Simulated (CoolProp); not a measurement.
Vapour pressure (MPa) of R114: the reference equation beside estimates from Tc = 147.5 °C, pc = 3.352 MPa, ω = 0.252.

Computed with CoolProp (reference Helmholtz-energy equation of state, Platzer 1990). This equation is an older, rougher fit; its heat capacities, sound speeds and derivatives of the liquid may be far off and weren't checked against measurements.

```tsv
T (°C)	reference	Redlich-Kwong	Soave-Redlich-Kwong	Peng-Robinson
52.95	0.4834	0.6569	0.4832	0.4777
59.55	0.5731	0.7603	0.5742	0.5671
66.15	0.6746	0.8745	0.6774	0.6687
72.75	0.7890	1.000	0.7938	0.7833
79.35	0.9173	1.137	0.9243	0.9122
85.95	1.060	1.287	1.070	1.056
92.55	1.219	1.449	1.232	1.217
99.15	1.396	1.625	1.411	1.395
105.75	1.590	1.814	1.609	1.591
112.35	1.805	2.017	1.826	1.808
118.95	2.040	2.235	2.063	2.046
```

Absolute difference from the reference over all 11 rows, mean and median: Redlich-Kwong 21.9 and 21.4 %, Soave-Redlich-Kwong 0.8 and 0.9 %, Peng-Robinson 0.5 and 0.4 %.
